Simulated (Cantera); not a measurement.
Input: 1 mol C₂H₅OH, 0.45 mol H₂O, 0.53 mol H₂, equilibrated at 101000 Pa.

These are equilibrium values from Cantera (NASA tables, ideal gas, pure condensed phases), not measurements of a reactor. Candidate condensed phases: C, C₆H₆, C₇H₈, C₈H₁₈, H₂O; 110 gas species. Equilibrium is a limit: real reactors are often held back by kinetics, nucleation or transport.

**Question.** What share of the C ends up in condensed phases as a function of T (°C), at 325, 525, 725, 925, 1125, 1325, 1525, 1725, 1925, 2125, 2325, 2525, 2725?

**Answer.** 
```json
[
 {"T (°C)": "325", "C condensed (%)": "27.8", "as": "C(graphite)"},
 {"T (°C)": "525", "C condensed (%)": "42.6", "as": "C(graphite)"},
 {"T (°C)": "725", "C condensed (%)": "35.6", "as": "C(graphite)"},
 {"T (°C)": "925", "C condensed (%)": "27.0", "as": "C(graphite)"},
 {"T (°C)": "1125", "C condensed (%)": "27.1", "as": "C(graphite)"},
 {"T (°C)": "1325", "C condensed (%)": "27.3", "as": "C(graphite)"},
 {"T (°C)": "1525", "C condensed (%)": "27.3", "as": "C(graphite)"},
 {"T (°C)": "1725", "C condensed (%)": "27.1", "as": "C(graphite)"},
 {"T (°C)": "1925", "C condensed (%)": "26.5", "as": "C(graphite)"},
 {"T (°C)": "2125", "C condensed (%)": "24.7", "as": "C(graphite)"},
 {"T (°C)": "2325", "C condensed (%)": "21.2", "as": "C(graphite)"},
 {"T (°C)": "2525", "C condensed (%)": "14.7", "as": "C(graphite)"},
 {"T (°C)": "2725", "C condensed (%)": "4.1", "as": "C(graphite)"}
]
```
